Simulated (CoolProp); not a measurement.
Model: reference Helmholtz-energy equation of state, Lemmon 2006, in CoolProp. It is a short technical equation, of lower accuracy than the large ones.

Task: For nitrous oxide, give the phase and the Z, cp (kJ/(kg K)), cv (kJ/(kg K)), speed of sound (m/s) at 320.4 K and 37.5 MPa.

Result: 
- 320.4 K and 37.5 MPa: supercritical; Z 0.682, cp 1.76, cv 0.911, speed of sound 677
